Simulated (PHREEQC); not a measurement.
PHREEQC input (ion-association model, wateq4f.dat):

```
SOLUTION_SPECIES
  2 NO3- + 12 H+ + 10 e- = N2 + 6 H2O  # shut off: nitrate stays nitrate
    -log_k -100
    -delta_h 0
    -analytic -100
SOLUTION 1
  temp 25
  units mol/kgw
  pH 7 charge
  S(6) 0.0129
  Cd 0.0068
  Cl 0.028
  Ni 0.014
  N(5) 0.0026
  Ca 0.0013
  Na 0.0061
SOLUTION 2
  temp 25
  units mol/kgw
  pH 7 charge
  S(6) 0.022
  Cu(2) 0.022
  Cl 0.0007
  K 0.0007
END
SELECTED_OUTPUT 1
  -reset false
  -pH true
  -pe true
  -ionic_strength true
  -water true
  -totals Ca Cd Cl Cu K N Na Ni S Cu(1)
    Cu(2) N(5) N(3) N(0) N(-3) S(-2) S(6)
  -molalities H+ Ca+2 Cd+2 Cl- Cu+2 K+ NO3- Na+ Ni+2 SO4-2
    CaSO4 NH3 NaSO4- KSO4- CaOH+ HSO4- H2S HS- S-2 O2
    NH4+ NH4SO4- OH- CaHSO4+ CuCl2- CuCl3-2 Cu+ CuCl+ CuCl2 CuCl3-
    CuCl4-2 CuOH+ Cu(OH)2 Cu(OH)3- Cu(OH)4-2 Cu2(OH)2+2 CuSO4 Cu(HS)3- CdCl+ CdCl2
    CdCl3- CdOH+ Cd(OH)2 Cd(OH)3- Cd(OH)4-2 Cd2OH+3 CdOHCl CdNO3+ CdSO4 CdHS+
    Cd(HS)2 Cd(HS)3- Cd(HS)4-2 NO2- NiCl+ NiOH+ Ni(OH)2 Ni(OH)3- NiSO4 Cd(SO4)2-2
    NiCl2 Ni(SO4)2-2
  -equilibrium_phases Gypsum Portlandite Cu(OH)2 Brochantite Antlerite Atacamite Cu2(OH)3NO3 Cd(OH)2 CdOHCl Ni(OH)2
    Ni4(OH)6SO4 Halite Mirabilite Chalcanthite Morenosite
PRINT
  -reset false
MIX 1
  1 1
  2 0
EQUILIBRIUM_PHASES 1
  Gypsum 0 0
  Portlandite 0 0
  Cu(OH)2 0 0
  Brochantite 0 0
  Antlerite 0 0
  Atacamite 0 0
  Cu2(OH)3NO3 0 0
  Cd(OH)2 0 0
  CdOHCl 0 0
  Ni(OH)2 0 0
  Ni4(OH)6SO4 0 0
  Halite 0 0
  Mirabilite 0 0
  Chalcanthite 0 0
  Morenosite 0 0
  O2(g) -0.68 10
END
# ... the last block is repeated for the other 10 points of share of solution B
```

Selected output (columns that matter, 11 of 11 rows; share of solution B added in front):

```
share of solution B	pH	mu	Ca	Cd	Cl	Cu	K	N	Na	Ni	S	m_H+	m_Ca+2	Antlerite
0	2.4074	0.065295	0.0013	0.0068	0.028	0	0	0.0026	0.0061	0.014	0.0129	0.0046439	0.0010217	0
0.1	2.4613	0.06458	0.00117	0.00612	0.02527	0.0022	7e-05	0.00234	0.00549	0.0126	0.01381	0.0040991	0.00090343	0
0.2	2.5208	0.063817	0.00104	0.00544	0.02254	0.0044	0.00014	0.00208	0.00488	0.0112	0.01472	0.0035727	0.00078875	0
0.3	2.5871	0.063007	0.00091	0.00476	0.01981	0.0066	0.00021	0.00182	0.00427	0.0098	0.01563	0.0030644	0.00067758	0
0.4	2.6626	0.062151	0.00078	0.00408	0.01708	0.0088	0.00028	0.00156	0.00366	0.0084	0.01654	0.0025739	0.00056992	0
0.5	2.7505	0.06125	0.00065	0.0034	0.01435	0.011	0.00035	0.0013	0.00305	0.007	0.01745	0.0021009	0.00046577	0
0.6	2.8563	0.060305	0.00052	0.00272	0.01162	0.0132	0.00042	0.00104	0.00244	0.0056	0.01836	0.0016453	0.00036517	0
0.7	2.9904	0.059322	0.00039	0.00204	0.00889	0.0154	0.00049	0.00078	0.00183	0.0042	0.01927	0.0012072	0.00026819	0
0.8	3.176	0.058303	0.00026	0.00136	0.00616	0.0176	0.00056	0.00052	0.00122	0.0028	0.02018	0.00078677	0.00017491	0
0.9	3.4868	0.057257	0.00013	0.00068	0.00343	0.0198	0.00063	0.00026	0.00061	0.0014	0.02109	0.00038433	8.546e-05	0
1	4.2663	0.056104	0	0	0.0007	0.021926	0.0007	0	0	0	0.021975	6.3787e-05	0	2.4838e-05
```
